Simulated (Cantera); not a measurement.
A closed system holds: 1 mol SiC, 0.033 mol CO2, 12 mol H2, held at 1.00 bar.

These are equilibrium values from Cantera (NASA tables, ideal gas, pure condensed phases), not measurements of a reactor. Candidate condensed phases: C, C6H6, C7H8, C8H18, H2O, Si, SiC, SiO2; 123 gas species. Mutual solubility and eutectic melting of coexisting phases are not modelled. The tables hold silica as quartz up to 1696 K and as liquid above; real silica turns to tridymite and cristobalite and melts near 1996 K. Gases not in the tables: Si2H6 and higher silanes. The numbers say what is thermodynamically allowed, not how fast it happens.

x: gas mole fraction; n: condensed amount in mol.

```tsv
T (°C)	x H2	x H	x CO	x CH4	x SiO	x Si	x SiH2	n SiC(s)	n SiO2(β-quartz)
1175	0.996	9.20e-6	0.00271	0.00143	2.27e-5	4.00e-11	1.02e-8	0.983	0.0165
1250	0.996	(withheld)	(withheld)	(withheld)	(withheld)	(withheld)	(withheld)	0.986	(withheld)
1325	0.995	5.31e-5	0.00379	0.000187	0.000832	8.52e-9	4.44e-7	0.985	0.00495
1400	0.994	0.000114	0.00403	0.000124	0.00142	5.41e-8	1.42e-6	0.983	0
1475	0.994	0.000228	0.00404	0.000106	0.00141	2.35e-7	3.30e-6	0.983	0
1550	0.994	0.000432	0.00405	9.21e-5	0.00141	9.04e-7	7.14e-6	0.983	0
1625	0.994	0.000779	0.00406	8.09e-5	0.00140	3.12e-6	1.45e-5	0.983	0
1700	0.993	0.00134	0.00407	7.19e-5	0.00140	9.80e-6	2.80e-5	0.983	0
1775	0.992	(withheld)	0.00408	(withheld)	0.00138	(withheld)	(withheld)	0.982	0
1850	0.991	0.00357	0.00411	5.89e-5	0.00135	7.44e-5	8.90e-5	0.981	0
1925	0.988	0.00554	0.00416	5.49e-5	0.00130	0.000181	0.000146	0.979	0
```

Q: Complete the blanks.

A: 
- 1250, x H: 2.31e-5
- 1250, x CO: 0.00336
- 1250, x CH4: 0.000504
- 1250, x SiO: 0.000149
- 1250, x Si: 6.50e-10
- 1250, x SiH2: 7.20e-8
- 1250, n SiO2(β-quartz): 0.0117
- 1775, x H: 0.00223
- 1775, x CH4: 6.46e-5
- 1775, x Si: 2.81e-5
- 1775, x SiH2: 5.12e-5
